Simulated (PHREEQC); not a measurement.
Consider water at 58 °C with 0.28 mol/kgw KH2PO4 and 0.0048 mol/kgw K2HPO4. Closed to the air; pH follows from the charge balance.

Model: ion-association model, phreeqc.dat, run in PHREEQC.

```csv
quantity,before,after
pH,4.89,5.35
HPO4-2 (mol/kgw),0.00471,5.50e-5
KHPO4- (mol/kgw),0.000601,2.41e-7
H3PO4 (mol/kgw),0.000497,2.47e-6
PO4-3 (mol/kgw),2.50e-9,1.38e-11
```

Q: What was changed between the two runs?
A. diluted 10-fold with water
B. KH2PO4 from 0.28 to 0.42 mol/kgw
C. diluted 100-fold with water
D. 0.039 mol/kgw Na2SO4 added
E. K2HPO4 replaced by KHF2 at the same molality

A: C, diluted 100-fold with water

This is a speciation only: nothing precipitates in the calculation. At this temperature some constants are extrapolated from 25 °C, and those without enthalpy data are left unchanged.
